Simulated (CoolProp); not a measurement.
Vapour-liquid equilibrium of R134a (1) + R152A (2) at 0.307 MPa; x and y are mole fractions of (1).

Values from CoolProp's multi-fluid Helmholtz-energy mixture model, Tillner-Roth 1994 and Outcalt 1996; pair parameters Lemmon 2004.

Question: Give the bubble temperature and the first vapour's composition at x = 0.2, 0.35, 0.95. Is there an azeotrope?

Answer: x = 0.2: 277.3 K, y = 0.205; x = 0.35: 277.1 K, y = 0.365; x = 0.95: 274.7 K, y = 0.958. No azeotrope shows between x = 0.05 and 0.95.

Pair parameters are fitted to limited data, so mixtures are less certain than the pure fluids.
